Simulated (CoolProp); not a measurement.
Sulfur dioxide along the isobar 350 bar: density (kg/m³) from the reference equation and from simpler models built on Tc = 430.6 K, pc = 78.87 bar, ω = 0.256; each cubic takes its own stable root.

Model: reference Helmholtz-energy equation of state, Gao 2016, in CoolProp.

```json
[
 {"T (K)": "263.2", "phase": "liquid", "reference": "1509"},
 {"T (K)": "287", "phase": "liquid", "reference": "1455"},
 {"T (K)": "310.8", "phase": "liquid", "reference": "1400"},
 {"T (K)": "334.6", "phase": "liquid", "reference": "1344"},
 {"T (K)": "358.4", "phase": "liquid", "reference": "1286"},
 {"T (K)": "382.2", "phase": "liquid", "reference": "1225"},
 {"T (K)": "406", "phase": "liquid", "reference": "1161"},
 {"T (K)": "429.8", "phase": "liquid", "reference": "1093"},
 {"T (K)": "453.6", "phase": "supercritical", "reference": "1021"},
 {"T (K)": "477.4", "phase": "supercritical", "reference": "945.4"},
 {"T (K)": "501.2", "phase": "supercritical", "reference": "867.5"},
 {"T (K)": "525", "phase": "supercritical", "reference": "789.6"}
]
```

Question: How far does each simpler model (van der Waals, Redlich-Kwong, Soave-Redlich-Kwong, Peng-Robinson) lie from the reference over these 12 states: mean and median of the absolute difference, and the worst?

Answer: 
- van der Waals: mean 30.7 %, median 32.6 %, worst -38.4 % at 263.2 K and 350 bar
- Redlich-Kwong: mean 10.3 %, median 11.1 %, worst -12.0 % at 263.2 K and 350 bar
- Soave-Redlich-Kwong: mean 10.5 %, median 10.1 %, worst -12.3 % at 525 K and 350 bar
- Peng-Robinson: mean 2.0 %, median 1.7 %, worst -4.8 % at 525 K and 350 bar
